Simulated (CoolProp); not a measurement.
Vapour-liquid equilibrium of fluoroethane (R161) (1) + R134a (2) at 294 kPa; x and y are mole fractions of (1).

The numbers come from the multi-fluid Helmholtz-energy mixture model, Wu 2012 and Tillner-Roth 1994; pair parameters Bell 2016 in CoolProp.

```
x     bubble temperature (K)  y at the bubble point  dew temperature at overall composition x (K)  liquid density (mol/L)
----  ----------------------  ---------------------  --------------------------------------------  ----------------------
0.05                   272.8                  0.064                                         272.9                   12.84
0.15                   271.8                    [?]                                         272.2                   13.14
0.25                   270.8                  0.313                                         271.3                   13.46
0.35                   269.7                  0.429                                         270.5                     [?]
0.45                   268.6                  0.540                                         269.5                   14.12
0.55                   267.4                  0.643                                         268.4                   14.47
0.65                   266.1                  0.738                                         267.3                   14.84
0.75                   264.9                  0.825                                         266.0                   15.21
0.85                   263.6                  0.902                                         264.5                   15.59
0.95                     [?]                  0.970                                         262.7                   15.99
```

Task: Fill in the missing entries.

Result: 
- 0.15, y at the bubble point: 0.191
- 0.35, liquid density (mol/L): 13.79
- 0.95, bubble temperature (K): 262.3

No azeotrope shows between x = 0.05 and 0.95.

The pair parameters rest on a limited set of measurements; away from them the model extrapolates.
